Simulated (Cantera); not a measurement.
An adiabatic, constant-pressure homogeneous reactor starts with 10.2 % H₂, 8.14 % O₂, 81.4 % N₂, 0.266 % H₂O, equivalence ratio 0.63, at 1450 K and 12.0 bar.

Computed with Cantera and GRI-Mech 3.0 (53 species, 325 reactions). The hydrogen kinetics of GRI-Mech 3.0 are dated; newer H2 mechanisms differ, most at raised pressure. The pressure lies above the range GRI-Mech 3.0 was tuned for (to about 10 atm).

Predict: time of steepest temperature rise; temperature at 4.00 s; equilibrium temperature; x(H₂) at 4.00 s; x(O₂) at 4.00 s; x(O) at 4.00 s; x(NO₂) at 4.00 s; x(HO₂) at 4.00 s; x(OH) at 4.00 s.


| Item | Value |
|---|---|
| time of steepest temperature rise | 3.50 µs |
| temperature at 4.00 s | 2156 K |
| equilibrium temperature | 2156 K |
| x(H₂) at 4.00 s | 0.000162 (gas-phase equilibrium 0.000162) |
| x(O₂) at 4.00 s | 0.0292 (gas-phase equilibrium 0.0292) |
| x(O) at 4.00 s | 0.000101 (gas-phase equilibrium 0.000101) |
| x(NO₂) at 4.00 s | 7.76e-6 (gas-phase equilibrium 7.76e-6) |
| x(HO₂) at 4.00 s | 2.26e-6 (gas-phase equilibrium 2.26e-6) |
| x(OH) at 4.00 s | 0.00143 (gas-phase equilibrium 0.00143) |
